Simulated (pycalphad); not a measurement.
All values are pycalphad results on the COST 507 light-alloy database (1999) (1 atm), not direct measurements. These are 1990s assessments: newer ones move some temperatures and phases. Phase fractions are per mole of atoms. Kinetics are ignored, which matters at the lower temperatures.

Give the equilibrium state of Ti-8.15Hf-8.5B (at.%) at 1350 K.

bcc, fraction 0.832, with 9.6 Hf, 0.13 B at.%; BM, fraction 0.168, with 0.80 Hf, 50.0 B at.%.

Give the equilibrium state of Ti-8.15Hf-8.5B (at.%) at 750 K.

hcp, fraction 0.831, with 9.7 Hf, 0.04 B at.%; BM, fraction 0.169, with 0.33 Hf, 50.0 B at.%.

Database names, with the compositions (at.%) that they take in these runs: BM: Ti 49 B 50 Hf 0.
